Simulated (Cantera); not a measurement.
What does this Cantera script print?

```python
import numpy as np
import cantera as ct

gas = ct.Solution("gri30.yaml")
gas.TPX = 2000, 13332, {'CH4': 0.23, 'CO2': 0.35}
reactor = ct.IdealGasConstPressureReactor(gas, energy="off", clone=False)
net = ct.ReactorNet([reactor])
net.rtol, net.atol = 1e-08, 1e-18
show = ['CH4', 'CO2', 'H2', 'CO', 'HCO', 'CH2CO']
times = np.geomspace(8e-06, 20, 9)

steps = ct.SolutionArray(gas, extra=["t"])
rows = []
print(f"{'t/s':>10s}{'T/K':>9s}{'P/Pa':>11s}" + "".join(f"{s:>11s}" for s in show))
for t in times:
    while net.time < t:
        t_next = net.step()
        steps.append(gas.state, t=t_next)
    rows.append([np.interp(t, steps.t, y) for y in (steps.T, steps.P, *steps(*show).X.T)])
    print(f"{t:10.3e}{rows[-1][0]:9.1f}{rows[-1][1]:11.4g}" + "".join(f"{x:11.3e}" for x in rows[-1][2:]))
rate = np.gradient(steps.T, steps.t)
print("integrator steps:", len(steps.t))
if steps.T.max() > steps.T[0] + 200:
    print(f"time of steepest temperature rise: {steps.t[rate.argmax()]:.4e} s")
gas.TPX = 2000, 13332, {'CH4': 0.23, 'CO2': 0.35}
gas.equilibrate("TP")
print(f"equilibrium (TP): T = {gas.T:.1f} K  " + "  ".join(f"{s} {gas[s].X[0]:.3e}" for s in show))
```

It prints:

```
       t/s      T/K       P/Pa        CH4        CO2         H2         CO        HCO      CH2CO
 8.000e-06   2000.0  1.333e+04  3.955e-01  6.032e-01  3.970e-04  1.537e-05  1.793e-10  3.101e-12
 5.045e-05   2000.0  1.333e+04  3.894e-01  6.015e-01  3.224e-03  1.472e-04  5.691e-08  1.057e-09
 3.181e-04   2000.0  1.333e+04  2.750e-01  5.545e-01  9.809e-02  1.083e-02  6.296e-06  3.880e-06
 2.006e-03   2000.0  1.333e+04  5.364e-02  3.222e-01  2.529e-01  1.434e-01  1.649e-06  1.391e-04
 1.265e-02   2000.0  1.333e+04  6.889e-03  9.650e-02  2.047e-01  3.861e-01  5.319e-07  1.950e-04
 7.976e-02   2000.0  1.333e+04  2.770e-03  3.930e-02  3.215e-01  5.044e-01  1.320e-07  1.759e-05
 5.030e-01   2000.0  1.333e+04  3.368e-07  2.835e-02  3.535e-01  5.286e-01  6.665e-08  6.018e-10
 3.172e+00   2000.0  1.333e+04  2.076e-10  2.835e-02  3.535e-01  5.286e-01  6.690e-08  1.179e-13
 2.000e+01   2000.0  1.333e+04  2.076e-10  2.835e-02  3.535e-01  5.286e-01  6.690e-08  1.179e-13
integrator steps: 1958
equilibrium (TP): T = 2000.0 K  CH4 2.338e-10  CO2 2.835e-02  H2 3.535e-01  CO 5.286e-01  HCO 6.690e-08  CH2CO 1.325e-13
```

Model: GRI-Mech 3.0 (53 species, 325 reactions), integrated in Cantera.
